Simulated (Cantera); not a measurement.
# Equilibrium for tantalum, niobium, vanadium and zirconium in process gases: Ta(OEt)₅ + O₂

Input: 1 mol Ta(OEt)₅, 0.12 mol O₂, held at 0.130 bar.

These are equilibrium values from Cantera (NASA tables, ideal gas, pure condensed phases), not measurements of a reactor. Candidate condensed phases: C, C₆H₆, C₇H₈, C₈H₁₈, H₂O, Ta, TaC, Ta₂O₅; 113 gas species. The feed counts by its element totals alone. TaC: taken at fixed stoichiometry. Condensed phases not in the tables: Ta₂C. Kinetics and transport are ignored.

```csv
T (K),x H₂,x CO,x CH₄,x H₂O,x CO₂,n C(graphite),n Ta₂O₅(s),n TaC(s)
1048,0.814,0.176,0.00503,0.00349,0.000896,7.25,0.500,0
1098,0.816,0.178,0.00317,0.00174,0.000377,7.24,0.500,0
1148,0.818,0.179,0.00207,0.000915,0.000170,7.25,0.500,0
1198,0.703,0.295,0.00103,0.000715,0.000220,3.76,0,1.00
1248,0.704,0.295,0.000718,0.000415,0.000112,3.76,0,1.00
1298,0.704,0.295,0.000513,0.000251,6.00e-5,3.76,0,1.00
1348,0.704,0.295,0.000376,0.000158,3.38e-5,3.76,0,1.00
1398,0.704,0.295,0.000282,0.000102,1.99e-5,3.76,0,1.00
1448,0.704,0.295,0.000215,6.85e-5,1.21e-5,3.76,0,1.00
1498,0.704,0.295,0.000167,4.71e-5,7.66e-6,3.76,0,1.00
```
x: gas mole fraction; n: condensed amount in mol.

From 1048 K to 1148 K the condensed part is C(graphite) + Ta₂O₅(s). From 1198 K to 1498 K the condensed part is C(graphite) + TaC(s).
